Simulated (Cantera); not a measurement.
An adiabatic, constant-volume homogeneous reactor starts with 3.80 % C3H8, 20.2 % O2, 76.0 % N2, at 1450 K and 1.70 bar.

Cantera simulation using GRI-Mech 3.0 (53 species, 325 reactions); the numbers are that mechanism's predictions, not measurements. GRI-Mech 3.0 was tuned for natural gas; its chemistry of propane as a main component is partial and can be far from experiment.

Task: Predict: time of steepest temperature rise; temperature at 3.00 s; equilibrium temperature; x(O2) at 3.00 s; x(NO) at 3.00 s; x(H2O) at 3.00 s; x(HO2) at 3.00 s; x(H2) at 3.00 s.

Result: 
```
Property                                                             Value
---------------------------------  ---------------------------------------
time of steepest temperature rise                                  87.3 µs
temperature at 3.00 s                                               2947 K
equilibrium temperature                                             2947 K
x(O2) at 3.00 s                      0.0270 (gas-phase equilibrium 0.0270)
x(NO) at 3.00 s                      0.0151 (gas-phase equilibrium 0.0151)
x(H2O) at 3.00 s                       0.112 (gas-phase equilibrium 0.112)
x(HO2) at 3.00 s                   1.21e-5 (gas-phase equilibrium 1.21e-5)
x(H2) at 3.00 s                      0.0132 (gas-phase equilibrium 0.0132)
```
